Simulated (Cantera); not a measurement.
Cantera run:

```python
import numpy as np
import cantera as ct

gas_names = """
    C CH CH2 CH3 CH2OH CH3O CH4 CH3OH CN CO CO2 COOH C2 C2H CHCO,ketyl C2H2,acetylene C2H2,vinylidene
    CH2CO,ketene C2H3,vinyl CH3CN CH3CO,acetyl C2H4 C2H4O,ethylen CH3CHO,ethanal CH3COOH (HCOOH)2 C2H5
    C2H6 CH3OCH3 C2H5OH CCN CNC C2N2 C2O C3 C3H3,propargyl C3H4,allene C3H4,propyne C3H4,cyclo-
    C3H5,allyl C3H6,propylene C3H6,cyclo- C3H6O C3H7,n-propyl C3H7,i-propyl C3H8 C3H8O,1propanol
    C3H8O,2propanol C3O2 C4 C4H2 C4H4,1,3-cyclo- C4H6,butadiene C4H6,2-butyne C4H6,cyclo- C4H8,1-butene
    C4H8,cis2-buten C4H8,tr2-butene C4H8,isobutene C4H8,cyclo- (CH3COOH)2 C4H9,n-butyl C4H9,i-butyl
    C4H9,s-butyl C4H9,t-butyl C4H10,isobutane C4H10,n-butane C4N2 C5 C5H6,1,3cyclo- C5H8,cyclo-
    C5H10,1-pentene C5H10,cyclo- C5H11,pentyl C5H11,t-pentyl C5H12,n-pentane C5H12,i-pentane
    CH3C(CH3)2CH3 C6H2 C6H5,phenyl C6H5O,phenoxy C6H6 C6H5OH,phenol C6H10,cyclo- C6H12,1-hexene
    C6H12,cyclo- C6H13,n-hexyl C7H7,benzyl C7H8 C7H8O,cresol C7H14,1-heptene C7H15,n-heptyl
    C7H16,n-heptane C8H8,styrene C8H10,ethylbenz C8H16,1-octene C8H17,n-octyl C8H18,isooctane
    C8H18,n-octane C9H19,n-nonyl C10H8,naphthale C10H21,n-decyl C12H9,o-bipheny C12H10,bipheny H HCN HCO
    HCCN HNC HNCO HNO HNO2 HNO3 HO2 H2 HCHO,formaldehy HCOOH H2O H2O2 N NCO NH NH2 NH3 NH2OH NO NO2 NO3
    N2 N2H2 N2H4 N2O O OH O2 O3
""".split()
cond_names = """
    C(gr) C6H6(L) C7H8(L) C8H18(L),n-octa H2O(s) H2O(L)
""".split()


def load(file, names, dense=False):
    # The tables refer to 1 bar. Condensed volumes are neglected.
    table = {s.name: s for s in ct.Species.list_from_file(file)}
    out = []
    for n in names:
        d = dict(table[n].input_data)
        d["thermo"] = dict(d["thermo"], **{"reference-pressure": 1e5})
        if dense:
            d["equation-of-state"] = {"model": "constant-volume", "density": "1e6 g/cm^3"}
        out.append(ct.Species.from_dict(d))
    return out


gas = ct.Solution(thermo="ideal-gas", species=load("nasa_gas.yaml", gas_names))
cond = {s.name: ct.Solution(thermo="fixed-stoichiometry", species=[s], name=s.name)
        for s in load("nasa_condensed.yaml", cond_names, dense=True)}
atoms = {
    'acetone': {'C': 3, 'H': 6, 'O': 1},
    'CO2': {'C': 1, 'O': 2},
    'N2': {'N': 2},
}
top_T = {'C(gr)': 4500}  # K; cautious upper limits of use, not melting points


def equilibrate(T, P, feed):
    n = {}
    for name, mol in feed.items():
        for a, k in atoms[name].items():
            n[a] = n.get(a, 0.0) + k * mol
    gas.TPX = T, P, n
    mass = sum(n.values()) * gas.mean_molecular_weight
    gas.equilibrate("TP")
    valid = [c for c in cond.values() if c.min_temp <= T <= top_T.get(c.name, c.max_temp)]
    mix = ct.Mixture([(gas, mass / gas.mean_molecular_weight)] + [(c, 0.0) for c in valid])
    mix.T, mix.P = T, P
    mix.equilibrate("TP", solver="vcs", rtol=1e-11, max_steps=5000)
    return mix


results = []
feed = {'acetone': 1, 'CO2': 0.15, 'N2': 0.42}  # mol
T = 2250  # K
P = 14000  # Pa
mix = equilibrate(T, P, feed)
results.append((T, P, feed, dict(zip(mix.species_names, mix.species_moles))))
x = sorted(zip(gas.X, gas.species_names), reverse=True)
print(f"T = {T:g} K  P = {P:g} Pa  gas = {mix.phase_moles(0):.4g} mol")
print("   x: " + "  ".join(f"{s} {v:.3e}" for v, s in x if v > 1e-06))
print("   condensed (mol): " + ("  ".join(f"{mix.phase(i).name} {mix.phase_moles(i):.4g}"
      for i in range(1, mix.n_phases) if mix.phase_moles(i) > 1e-12) or "none"))
```

Result:

```
T = 2250 K  P = 14000 Pa  gas = 4.757 mol
   x: H2 6.164e-01  CO 2.733e-01  N2 8.393e-02  H 1.558e-02  HCN 8.031e-03  C2H2,acetylene 2.063e-03  HNC 6.825e-04  CH4 1.259e-05  CN 7.917e-06  CH3 6.038e-06  C4H2 2.821e-06  C2H 2.070e-06  C2N2 1.230e-06  H2O 1.147e-06
   condensed (mol): C(gr) 1.789
```

Method: chemical equilibrium by Gibbs-energy minimisation in Cantera with the NASA 1993 tables (ideal gas, pure condensed phases). The feed counts by its element totals alone.
